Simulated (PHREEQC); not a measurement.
Make-up at 34 °C: 0.0056 mol/kgw HF, 0.00037 mol/kgw H2SiF6 and 4.2e-05 mol/kgw HCl. Closed to the air; pH follows from the charge balance.

Equilibrium calculation in PHREEQC: ion-association model, wateq4f.dat.

```tsv
quantity	before	after
pH	2.71	2.81
ionic strength (mol/kgw)	0.00244	0.00160
HF (mol/kgw)	0.00425	0.00396
F- (mol/kgw)	0.00129	0.00153
H2F2 (mol/kgw)	3.39e-5	2.94e-5
HF2- (mol/kgw)	2.23e-5	2.47e-5
```

What was changed between the two runs?
A) H2SiF6 left out
B) temperature from 34 to 30 °C
C) HF from 0.0056 to 0.00112 mol/kgw
D) HCl from 4.2e-05 to 8.4e-06 mol/kgw

A, H2SiF6 left out

Precipitation was switched off in this run. SiF6-2 is the database's only silicon fluoride.
